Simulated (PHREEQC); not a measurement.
A solution holds 100 mmol/kgw AgNO3 and 7.9 mmol/kgw HNO3, at 25 °C. Closed to the air; pH follows from the charge balance.

Equilibrium calculation in PHREEQC: ion-association model, wateq4f.dat.

```
Quantity                  Value
----------------  -------------
pH                         2.19
ionic strength    0.105 mol/kgw
total alkalinity   -7.90 meq/kg
```

```
species  molality  activity   log γ
-------  --------  --------  ------
NO3-        0.105    0.0786  -0.125
Ag+        0.0970    0.0755  -0.109
H+        0.00790   0.00651  -0.084
AgNO3     0.00297   0.00305   0.010
```

Precipitation was switched off in this run. Species that the database lacks are ignored.
